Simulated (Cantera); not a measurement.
## Roasting and sulfation: FeS + SO2 + N2 + SO3

Charge: 1 mol FeS, 1.7 mol SO2, 32 mol N2, 3 mol SO3, equilibrated at 975 Torr.

Cantera equilibrium calculation (NASA polynomials, part measured and part estimated; ideal gas, pure solids and liquids). Candidate condensed phases: Fe, FeO, FeS, FeSO4, FeS2, Fe2O3, Fe2(SO4)3, Fe3O4, S; 19 gas species. Mutual solubility and eutectic melting of coexisting phases are not modelled. The tables' stoichiometric FeO is somewhat more stable than real wüstite, so its field is too wide. FeO: taken at fixed stoichiometry. Gases not in the tables: S3 to S7. Rates play no part.

From 877 °C to 1177 °C the condensed part is Fe3O4(s). From 1227 °C to 1327 °C the condensed part is FeO(s) + Fe3O4(s). From 1377 °C to 1527 °C the condensed part is FeO(l) + Fe3O4(s).

```csv
T (°C),x N2,x SO2,x S2,x SO,x S2O,x NO,x O2,x SO3,n Fe3O4(s),n FeO(s),n FeO(l)
877,0.851,0.147,0.00204,3.39e-5,0.000216,2.50e-10,<1e-12,5.51e-8,0.333,0,0
927,0.851,0.147,0.00204,5.75e-5,0.000212,8.18e-10,3.40e-12,7.94e-8,0.333,0,0
977,0.851,0.147,0.00204,9.36e-5,0.000208,2.44e-9,1.45e-11,1.11e-7,0.333,0,0
1027,0.851,0.147,0.00203,0.000146,0.000205,6.68e-9,5.54e-11,1.52e-7,0.333,0,0
1077,0.851,0.147,0.00201,0.000222,0.000201,1.70e-8,1.92e-10,2.04e-7,0.333,0,0
1127,0.851,0.147,0.00199,0.000325,0.000197,4.06e-8,6.09e-10,2.67e-7,0.333,0,0
1177,0.851,0.147,0.00195,0.000464,0.000192,9.12e-8,1.79e-9,3.45e-7,0.333,0,0
1227,0.850,0.149,0.000913,0.000540,0.000108,2.36e-7,7.21e-9,5.38e-7,0.170,0.490,0
1277,0.849,0.150,0.000313,0.000567,4.81e-5,6.25e-7,3.16e-8,8.88e-7,0.0740,0.778,0
1327,0.849,0.150,0.000113,0.000591,2.22e-5,1.56e-6,1.27e-7,1.41e-6,0.0418,0.875,0
1377,0.849,0.150,4.30e-5,0.000612,1.07e-5,3.69e-6,4.68e-7,2.19e-6,0.0306,0,0.908
1427,0.849,0.151,9.27e-6,0.000541,3.35e-6,9.71e-6,2.19e-6,3.87e-6,0.0216,0,0.935
1477,0.849,0.151,2.16e-6,0.000480,1.12e-6,2.42e-5,9.40e-6,6.63e-6,0.0167,0,0.950
1527,0.849,0.151,5.42e-7,0.000428,3.92e-7,5.76e-5,3.74e-5,1.11e-5,0.0109,0,0.967
```
x: gas mole fraction; n: condensed amount in mol.
